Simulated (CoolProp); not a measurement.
Vapour pressure (MPa) of n-perfluorohexane: the reference equation beside estimates from Tc = 448.0 K, pc = 1.742 MPa, ω = 0.497. Clausius-Clapeyron is anchored at 329.6 K with a constant enthalpy of vaporisation of 28.62 kJ/mol.

Computed with CoolProp (reference Helmholtz-energy equation of state, Gao 2022).

```
T (K)  reference  Lee-Kesler  Clausius-Clapeyron  van der Waals  Redlich-Kwong  Peng-Robinson
-----  ---------  ----------  ------------------  -------------  -------------  -------------
321.8        ___     0.07541             0.07688         0.3977         0.1886        0.07573
325.7    0.08655     0.08669             0.08739         0.4223            ___        0.08692
329.6    0.09903     0.09925             0.09903         0.4479         0.2286        0.09938
333.4     0.1125      0.1128              0.1116         0.4737         0.2501         0.1128
337.3     0.1278      0.1282              0.1257         0.5012         0.2736         0.1281
341.2     0.1446      0.1451              0.1412         0.5297         0.2987         0.1449
345.1     0.1631      0.1637              0.1583         0.5592         0.3253         0.1635
348.9     0.1828      0.1836              0.1765         0.5890         0.3527         0.1833
352.8     0.2049      0.2058              0.1968         0.6205         0.3825         0.2055
356.7     0.2289      0.2301              0.2190         0.6531         0.4140         0.2297
360.5     0.2544      0.2558              0.2424         0.6859         0.4464         0.2554
364.4     0.2828         ___              0.2685         0.7206         0.4814         0.2840
368.3     0.3135      0.3153              0.2967         0.7564         0.5183         0.3151
372.2     0.3466      0.3487              0.3273         0.7933         0.5570         0.3487
```

Problem. Some entries are withheld; supply them.

Solution. 
- 321.8, reference: 0.07533
- 325.7, Redlich-Kwong: 0.2079
- 364.4, Lee-Kesler: 0.2843

Absolute difference from the reference over all 14 rows, mean and median: Lee-Kesler 0.4 and 0.4 %, Clausius-Clapeyron 3.1 and 3.2 %, van der Waals 249.7 and 232.5 %, Redlich-Kwong 99.7 and 96.2 %, Peng-Robinson 0.4 and 0.4 %.
